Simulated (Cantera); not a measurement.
Feed: 1 mol Al, 1.6 mol HCl, 0.43 mol H2, equilibrated at 702 °C and 1330 Pa.

Equilibrium computed with Cantera from the NASA thermochemical tables; the gas is ideal and each condensed phase is pure. The tables' values for AlCl2 are old estimates; treat these amounts as uncertain. Rates play no part.

```
species       before    after
----------  --------  -------
H2             0.676    0.801
Al2Cl6      0.000142    0.148
AlCl3          0.274   0.0505
AlCl          0.0417  1.36e-7
AlCl2        0.00816  2.61e-7
HCl          7.42e-5  6.80e-9
Al(l), mol     0.411        0
Al(s), mol         0    0.467
```
Gas species are given as mole fractions.

### Question
What was changed between the two runs?
A) temperature from 702 °C to 177 °C
B) temperature from 702 °C to 300 °C
C) HCl from 1.6 to 3.3 mol
D) temperature from 702 °C to 775 °C

### Answer
B, temperature from 702 °C to 300 °C
